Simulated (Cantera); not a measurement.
An isothermal, constant-pressure homogeneous reactor starts with CO : O2 : H2O : N2 = 0.01 : 0.025 : 0.0019 : 1 (molar parts), equivalence ratio 0.20, at 1273 K and 8.78 atm.

Model: GRI-Mech 3.0 (53 species, 325 reactions), integrated in Cantera.

x: mole fraction; the columns are a selection and need not sum to one.

```
t (s)         x CO    x O2    x H2O       x H      x H2
--------  --------  ------  -------  --------  --------
0.000400   0.00964  0.0241  0.00183   9.52e-9   5.46e-9
0.000772   0.00961  0.0241  0.00183         …         …
0.00149    0.00916  0.0239  0.00182   5.90e-7   5.06e-6
0.00288    0.00810  0.0233  0.00182   5.67e-7   8.66e-6
0.00556    0.00640  0.0225  0.00182   4.53e-7   7.69e-6
0.0107     0.00420  0.0214  0.00183   2.93e-7   5.21e-6
0.0207     0.00207  0.0204  0.00183   1.36e-7   2.57e-6
0.0400    0.000692  0.0197  0.00184   4.08e-8   7.98e-7
0.0772    0.000137  0.0194  0.00184   7.27e-9   1.40e-7
0.149      1.29e-5  0.0194  0.00184  6.36e-10   1.38e-8
0.288            …  0.0194  0.00184  4.25e-11         …
0.556      1.76e-8  0.0194  0.00184  7.98e-12  3.80e-10
1.07       2.32e-9  0.0194  0.00184  3.92e-12  2.45e-10
2.07       2.07e-9  0.0194  0.00184  3.71e-12  2.37e-10
4.00       2.07e-9  0.0194  0.00184  3.71e-12  2.37e-10
```

Q: Some entries are withheld; supply them.

A: 
- 0.000772, x H: 1.48e-7
- 0.000772, x H2: 1.93e-7
- 0.288, x CO: 6.02e-7
- 0.288, x H2: 1.35e-9
